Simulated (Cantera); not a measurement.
Source: NASA polynomial tables (part measured, part estimated), evaluated in Cantera. Values are per mole of reaction as written; species without (g) are pure solids or liquids, kept so even where they would boil at 1 bar. ZrN: taken at fixed stoichiometry.

Between 300 and 2600 K, where is each reaction favourable under standard conditions?
- 2 ZrO₂(g) + 3 N₂(g) = 2 ZrN + 4 NO(g)


- 2 ZrO₂(g) + 3 N₂(g) = 2 ZrN + 4 NO(g): ΔG° is 267 kJ at 300 K and 638 kJ at 2600 K; it stays positive (K < 1). ΔH° is 292 kJ and ΔS° -133 J/K at 2600 K.
